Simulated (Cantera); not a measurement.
Charge: 1 mol MgSO4, 0.28 mol CO2, equilibrated at 13.3 mbar.

Cantera equilibrium calculation (NASA polynomials, part measured and part estimated; ideal gas, pure solids and liquids). Candidate condensed phases: C, Mg, MgCO3, MgO, MgS, MgSO4, S; 26 gas species. Mutual solubility and eutectic melting of coexisting phases are not modelled. Rates play no part.

log p: log10 of the partial pressure in bar; n: condensed amount in mol.

| T (°C) | log p CO2 | log p SO2 | log p O2 | log p SO3 | log p O | log p CO | n MgSO4(s) | n MgO(s) |
|---|---|---|---|---|---|---|---|---|
| 302 | -1.88 | -12.55 | -11.08 | <-13 | <-13 | <-13 | 1.00 | 0 |
| 402 | -1.88 | -9.97 | -10.26 | -12.37 | <-13 | <-13 | 1.00 | 0 |
| 502 | -1.88 | -7.42 | -7.72 | -9.54 | <-13 | ? | 1.000 | 0 |
| 602 | -1.88 | -5.47 | -5.78 | -7.37 | <-13 | ? | 1.000 | 0 |
| 702 | -1.88 | -3.93 | -4.24 | -5.66 | -12.26 | ? | 0.997 | 0.00252 |
| 802 | -1.99 | -2.69 | -2.99 | -4.28 | -10.38 | ? | 0.943 | 0.0573 |
| 902 | -2.68 | -2.13 | -2.43 | -3.85 | -9.05 | ? | 0 | 1.00 |
| 1002 | -2.68 | -2.13 | -2.43 | -4.18 | -8.17 | ? | 0 | 1.00 |
| 1102 | -2.68 | -2.13 | -2.43 | -4.47 | -7.41 | ? | 0 | 1.00 |
| 1202 | -2.68 | -2.13 | -2.43 | -4.71 | -6.76 | ? | 0 | 1.00 |
| 1302 | -2.68 | -2.13 | -2.43 | -4.93 | -6.18 | ? | 0 | 1.00 |
| 1402 | -2.68 | -2.13 | -2.43 | -5.11 | -5.68 | ? | 0 | 1.00 |

Question: Complete the blanks.

Answer: 
- 502, log p CO: -12.52
- 602, log p CO: -11.31
- 702, log p CO: -10.36
- 802, log p CO: -9.68
- 902, log p CO: -9.48
- 1002, log p CO: -8.50
- 1102, log p CO: -7.66
- 1202, log p CO: -6.94
- 1302, log p CO: -6.31
- 1402, log p CO: -5.76
